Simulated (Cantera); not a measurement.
A closed system holds: 1 mol Al, 9.8 mol HCl, 0.18 mol N2, at 1023.15 K and 413 Torr.

Cantera equilibrium calculation (NASA polynomials, part measured and part estimated; ideal gas, pure solids and liquids). Candidate condensed phases: Al, AlCl3, AlN, NH4Cl; 20 gas species. Equilibrium is a limit: real reactors are often held back by kinetics, nucleation or transport.

Base state: HCl 0.718, H2 0.158, AlCl3 0.105, N2 0.0190, Al2Cl6 0.000438 (mole fractions); condensed: gas only.

### Question
What changes in the equilibrium state with this change: temperature from 1023.15 K to 873.15 K?

### Answer
```csv
species,before,after
HCl,0.718,0.720
H2,0.158,0.159
AlCl3,0.105,0.0979
Al2Cl6,0.000438,0.00399
N2,0.0190,0.0191
```
